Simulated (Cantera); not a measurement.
Feed: 1 mol MgO, 5.1 mol CO, 0.4 mol C, at 1900 °C and 1 atm.

Equilibrium computed with Cantera from the NASA thermochemical tables; the gas is ideal and each condensed phase is pure. Candidate condensed phases: C, Mg, MgCO₃, MgO; 15 gas species. The numbers say what is thermodynamically allowed, not how fast it happens.

Base state: CO 0.931, Mg 0.0682, CO₂ 0.000382 (mole fractions); condensed: MgO(s).

Task: What changes in the equilibrium state with this change: 0.0059 mol CH₄ added?

Result: 
```tsv
species	before	after
CO	0.931	0.929
Mg	0.0682	0.0688
H₂	0	0.00186
H	0	0.000207
MgH	0	5.11e-5
MgO(s), mol	0.598	0.592
```
The tables' values for MgH are old estimates; treat these amounts as uncertain. Further candidate phases: C₆H₆, C₇H₈, C₈H₁₈, H₂O, Mg(OH)₂.

Task: What changes in the equilibrium state with this change: MgO replaced by Fe₂O₃?

Result: 
| species | before | after |
|---|---|---|
| CO | 0.931 | 0.888 |
| CO₂ | 0.000382 | 0.110 |
| Fe | 0 | 0.00158 |
| Mg | 0.0682 | 0 |
| FeO | 0 | 2.98e-5 |
| MgO(s), mol | 0.598 | 0 |
| FeO(l), mol | 0 | 1.99 |
The tables' stoichiometric FeO is somewhat more stable than real wüstite, so its field is too wide. FeO: taken at fixed stoichiometry. Further candidate phases: Fe, Fe(CO)₅, FeO, Fe₂O₃, Fe₃O₄.
